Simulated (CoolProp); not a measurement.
Saturation properties of carbon monoxide.

Values from CoolProp's reference Helmholtz-energy equation of state, Lemmon 2006. It is a short technical equation, of lower accuracy than the large ones.

```
T (K)  p (MPa)  liquid density (kg/m³)  vapour Z  surface tension (mN/m)
-----  -------  ----------------------  --------  ----------------------
85.1    0.1477                   777.9    0.9460                    8.78
87.4    0.1863                   767.4    0.9364                    8.30
89.6    0.2298                   757.2    0.9262                     [?]
91.8    0.2806                   746.8    0.9151                    7.38
94.1    0.3420                   735.6    0.9025                    6.91
96.3    0.4096                   724.6    0.8893                    6.46
98.5    0.4864                   713.3    0.8752                     [?]
100.8   0.5773                   701.1    0.8592                    5.56
103     0.6752                   689.1    0.8428                    5.12
105.3   0.7899                   676.0    0.8244                    4.67
107.5   0.9120                   662.9    0.8056                    4.25
109.7    1.047                   649.3    0.7854                    3.83
112      1.203                   634.4    0.7628                    3.39
114.2    1.367                   619.3       [?]                    2.99
116.4    1.547                   603.3    0.7144                    2.59
```

**Question.** What belongs in the gaps?

**Answer.** 
- 89.6, surface tension (mN/m): 7.84
- 98.5, surface tension (mN/m): 6.02
- 114.2, vapour Z: 0.7395

It boils at 81.6 K under 1 atm.

Surface tension comes from a separate correlation (Mulero 2012).
